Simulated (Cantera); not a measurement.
A closed system holds: 1 mol B, 0.11 mol H₂O, 1 mol N₂, equilibrated at 12.0 Pa.

Cantera equilibrium calculation (NASA polynomials, part measured and part estimated; ideal gas, pure solids and liquids). Candidate condensed phases: B, BN, B₂O₃, B₃O₃H₃, H₂O; 39 gas species. N₂ is the only nitrogen source here; it is nearly inert below about 1500 K, so the nitride shown seldom forms there in practice. Mutual solubility and eutectic melting of coexisting phases are not modelled. Kinetics and transport are ignored.

**Question.** At 1127 °C, list the 4 most abundant gas species with their mole fractions, and the condensed phases.

**Answer.** N₂ 0.807, H₂ 0.159, B₂O₃ 0.0200, HBO₂ 0.00659. Condensed: BN(s) + B₂O₃(l).
